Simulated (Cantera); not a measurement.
A perfectly stirred reactor is fed with H2 : O2 : N2 = 0.41 : 1 : 3.3 (molar parts), at 0.0267 bar; it is held at 1450 K, and followed from long to short residence time.

Cantera simulation using the H2/O2 subset of GRI-Mech 3.0, which has no nitrogen chemistry; the numbers are that mechanism's predictions, not measurements. Radical loss at walls, strong at low pressure, is not modelled. The temperature is held fixed by assumption; the heat of reaction is taken as removed at once.

**Question.** Predict: x(H2) at τ = 0.910 s; x(O2) at τ = 0.910 s; x(H2O) at τ = 0.910 s; x(H) at τ = 0.910 s; x(O) at τ = 0.910 s; x(H2) at τ = 47.0 ms; x(O2) at τ = 47.0 ms; x(H2O) at τ = 47.0 ms; x(H) at τ = 47.0 ms; x(O) at τ = 47.0 ms.

**Answer.** 
```
Quantity                 Result
---------------------  --------
x(H2) at τ = 0.910 s   0.000673
x(O2) at τ = 0.910 s      0.175
x(H2O) at τ = 0.910 s    0.0884
x(H) at τ = 0.910 s    0.000762
x(O) at τ = 0.910 s     0.00267
x(H2) at τ = 47.0 ms    0.00349
x(O2) at τ = 47.0 ms      0.169
x(H2O) at τ = 47.0 ms    0.0781
x(H) at τ = 47.0 ms     0.00984
x(O) at τ = 47.0 ms      0.0148
```
